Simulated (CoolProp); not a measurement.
Properties of c-C4F8 (RC318) at several states (Tc = 388.4 K, pc = 2.778 MPa, ω = 0.355).

Values from CoolProp's reference Helmholtz-energy equation of state, Platzer 1990. This equation is an older, rougher fit.

```
T (K)  p (MPa)  phase  density (kg/m³)  Joule-Thomson coefficient (K/MPa)  isothermal compressibility (1/MPa)
-----  -------  -----  ---------------  ---------------------------------  ----------------------------------
286.2   0.0163    gas            1.378                                ___                               61.68
354.2   0.0442    gas            3.024                                ___                               22.79
471.6     1.71    gas              ___                                ___                                 ___
282.1    0.036    gas            3.109                              17.71                               28.14
```

**Question.** Complete the blanks.

**Answer.** 
- 286.2, Joule-Thomson coefficient (K/MPa): 16.71
- 354.2, Joule-Thomson coefficient (K/MPa): 9.362
- 471.6, density (kg/m³): 97.38
- 471.6, Joule-Thomson coefficient (K/MPa): 4.939
- 471.6, isothermal compressibility (1/MPa): 0.6551
